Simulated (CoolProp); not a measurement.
Properties of hexamethyldisiloxane (MM) along the isotherm 529.1 K (Tc = 518.7 K, pc = 19.31 bar, ω = 0.418).

Model: reference Helmholtz-energy equation of state, Thol 2016, in CoolProp.

```tsv
p (bar)	phase	density (kg/m³)	cv (kJ/(kg K))	Joule-Thomson coefficient (K/MPa)	expansivity (1/kK)
1.93	gas	7.375	2.034	8.361	2.134
3.86	gas	15.32	2.039	8.843	2.431
5.79	gas	23.94	2.044	9.401	2.797
7.72	gas	33.39	2.051	10.06	3.261
9.66	gas	43.95	2.058	10.85	3.868
11.6	gas	55.88	2.066	11.82	4.689
13.5	gas	69.34	2.075	13.02	5.831
15.4	gas	85.33	2.087	14.61	7.579
17.4	gas	106.5	2.102	17.03	10.84
19.3	gas	134.7	2.122	20.61	17.84
21.2	supercritical	185.0	2.156	25.52	43.48
23.2	supercritical	308.8	2.180	17.16	66.50
25.1	supercritical	366.6	2.154	8.150	23.88
27	supercritical	391.1	2.140	5.271	14.83
29	supercritical	407.4	2.131	3.863	11.03
```
